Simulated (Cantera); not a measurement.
Feed: 1 mol Cr, 0.031 mol H₂O, 190 mol H₂, equilibrated at 5.70 Pa.

These are equilibrium values from Cantera (NASA tables, ideal gas, pure condensed phases), not measurements of a reactor. Candidate condensed phases: Cr, Cr₂O₃, H₂O; 13 gas species. Rates play no part.

Question: At 2173 K, list the 5 most abundant gas species with their mole fractions, and the condensed phases.

Answer: H₂ 0.530, H 0.465, Cr 0.00402, H₂O 0.000104, OH 1.22e-5. Condensed: gas only.
